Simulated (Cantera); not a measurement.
What does this Cantera script print?

```python
import numpy as np
import cantera as ct

gas = ct.Solution("gri30.yaml", transport_model="mixture-averaged")
show = ['H2', 'CH4', 'CO2']

rows = []
print(f"{'T/K':>7s}{'rho':>11s}{'cp':>10s}{'mu':>11s}{'lambda':>11s}{'Pr':>7s}" + "".join(f"{'D_' + s:>11s}" for s in show))
for T in [400, 500, 600, 700, 800, 900, 1000, 1100, 1200]:
    gas.TPX = T, 5100, {'NH3': 0.64, 'CO2': 0.76, 'H2O': 0.73, 'C2H4': 0.91}
    Pr = gas.cp_mass * gas.viscosity / gas.thermal_conductivity
    D = [gas.mix_diff_coeffs_mole[gas.species_index(s)] for s in show]
    rows.append([gas.density, gas.cp_mass, gas.viscosity, gas.thermal_conductivity, Pr, *D])
    print(f"{T:7g}{gas.density:11.4e}{gas.cp_mass:10.1f}{gas.viscosity:11.4e}"
          f"{gas.thermal_conductivity:11.4e}{Pr:7.3f}" + "".join(f"{d:11.4e}" for d in D))
print("SI units: kg/m3, J/kg/K, Pa s, W/m/K, m2/s")
```

It prints:

```
    T/K        rho        cp         mu     lambda     Pr       D_H2      D_CH4      D_CO2
    400 4.1881e-02    1554.1 1.5648e-05 3.3967e-02  0.716 2.3605e-03 6.5633e-04 4.8519e-04
    500 3.3505e-02    1724.4 1.9311e-05 4.6109e-02  0.722 3.4806e-03 9.9156e-04 7.4486e-04
    600 2.7921e-02    1879.8 2.2777e-05 5.8826e-02  0.728 4.7599e-03 1.3790e-03 1.0489e-03
    700 2.3932e-02    2013.5 2.6064e-05 7.1856e-02  0.730 6.1877e-03 1.8145e-03 1.3935e-03
    800 2.0941e-02    2126.0 2.9191e-05 8.5021e-02  0.730 7.7555e-03 2.2948e-03 1.7757e-03
    900 1.8614e-02    2225.5 3.2174e-05 9.8200e-02  0.729 9.4565e-03 2.8173e-03 2.1932e-03
   1000 1.6753e-02    2327.4 3.5030e-05 1.1131e-01  0.732 1.1285e-02 3.3798e-03 2.6439e-03
   1100 1.5230e-02    2410.6 3.7772e-05 1.2428e-01  0.733 1.3237e-02 3.9808e-03 3.1262e-03
   1200 1.3960e-02    2485.7 4.0412e-05 1.3708e-01  0.733 1.5307e-02 4.6186e-03 3.6389e-03
SI units: kg/m3, J/kg/K, Pa s, W/m/K, m2/s
```

Detailed kinetics in Cantera: GRI-Mech 3.0 (53 species, 325 reactions). Polar gases are described roughly by these parameters. The composition is frozen, though it would react at the higher temperatures.
